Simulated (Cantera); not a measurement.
A closed system holds: 1 mol SiCl₄, 1.4 mol O₂, 5 mol N₂, equilibrated at 975 °C and 3.60 mbar.

These are equilibrium values from Cantera (NASA tables, ideal gas, pure condensed phases), not measurements of a reactor. Candidate condensed phases: Si, SiO₂, Si₂N₂O, Si₃N₄; 23 gas species. The tables hold silica as quartz up to 1696 K and as liquid above; real silica turns to tridymite and cristobalite and melts near 1996 K. The numbers say what is thermodynamically allowed, not how fast it happens.

Base state: N₂ 0.655, Cl₂ 0.231, Cl 0.0614, O₂ 0.0523, NO 0.000127, ClO 3.03e-5 (mole fractions); condensed: SiO₂(β-quartz).

Problem. What changes in the equilibrium state with this change: temperature from 975 °C to 427 °C?

Solution. 
```json
[
 {"species": "N₂", "before": "0.655", "after": "0.676"},
 {"species": "Cl₂", "before": "0.231", "after": "0.270"},
 {"species": "O₂", "before": "0.0523", "after": "0.0541"},
 {"species": "Cl", "before": "0.0614", "after": "5.73e-6"},
 {"species": "ClO", "before": "3.03e-5", "after": "1.55e-8"},
 {"species": "NO", "before": "0.000127", "after": "1.32e-7"},
 {"species": "SiO₂(β-quartz), mol", "before": "1.00", "after": "0"},
 {"species": "SiO₂(α-quartz), mol", "before": "0", "after": "1.00"}
]
```
